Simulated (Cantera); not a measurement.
Cantera run:

```python
import numpy as np
import cantera as ct

gas_names = """
    C CN CO CO2 C2 CCN CNC C2N2 C2O C3 C3O2 C4 C4N2 C5 Cu CuO Cu2 N NCO NO NO2 NO3 N2 N2O O O2 O3
""".split()
cond_names = """
    C(gr) Cu(cr) Cu(L) CuO(s) Cu2O(s) Cu2O(L)
""".split()


def load(file, names, dense=False):
    # The tables refer to 1 bar. Condensed volumes are neglected.
    table = {s.name: s for s in ct.Species.list_from_file(file)}
    out = []
    for n in names:
        d = dict(table[n].input_data)
        d["thermo"] = dict(d["thermo"], **{"reference-pressure": 1e5})
        if dense:
            d["equation-of-state"] = {"model": "constant-volume", "density": "1e6 g/cm^3"}
        out.append(ct.Species.from_dict(d))
    return out


gas = ct.Solution(thermo="ideal-gas", species=load("nasa_gas.yaml", gas_names))
cond = {s.name: ct.Solution(thermo="fixed-stoichiometry", species=[s], name=s.name)
        for s in load("nasa_condensed.yaml", cond_names, dense=True)}
atoms = {
    'CuO': {'Cu': 1, 'O': 1},
    'C': {'C': 1},
    'N2': {'N': 2},
}
top_T = {'C(gr)': 4500, 'CuO(s)': 1390}  # K; cautious upper limits of use, not melting points


def equilibrate(T, P, feed):
    n = {}
    for name, mol in feed.items():
        for a, k in atoms[name].items():
            n[a] = n.get(a, 0.0) + k * mol
    gas.TPX = T, P, n
    mass = sum(n.values()) * gas.mean_molecular_weight
    gas.equilibrate("TP")
    valid = [c for c in cond.values() if c.min_temp <= T <= top_T.get(c.name, c.max_temp)]
    mix = ct.Mixture([(gas, mass / gas.mean_molecular_weight)] + [(c, 0.0) for c in valid])
    mix.T, mix.P = T, P
    mix.equilibrate("TP", solver="vcs", rtol=1e-11, max_steps=5000)
    return mix


results = []
feed = {'CuO': 1, 'C': 3.7, 'N2': 17}  # mol
T = 1950  # K
P = 270000  # Pa
mix = equilibrate(T, P, feed)
results.append((T, P, feed, dict(zip(mix.species_names, mix.species_moles))))
x = sorted(zip(gas.X, gas.species_names), reverse=True)
print(f"T = {T:g} K  P = {P:g} Pa  gas = {mix.phase_moles(0):.4g} mol")
print("   x: " + "  ".join(f"{s} {v:.3e}" for v, s in x if v > 1e-06))
print("   condensed (mol): " + ("  ".join(f"{mix.phase(i).name} {mix.phase_moles(i):.4g}"
      for i in range(1, mix.n_phases) if mix.phase_moles(i) > 1e-12) or "none"))
```

Result:

```
T = 1950 K  P = 270000 Pa  gas = 18.02 mol
   x: N2 9.435e-01  CO 5.550e-02  Cu 9.897e-04  Cu2 3.432e-06  C2N2 1.061e-06
   condensed (mol): C(gr) 2.7  Cu(L) 0.982
```

Method: chemical equilibrium by Gibbs-energy minimisation in Cantera with the NASA 1993 tables (ideal gas, pure condensed phases).
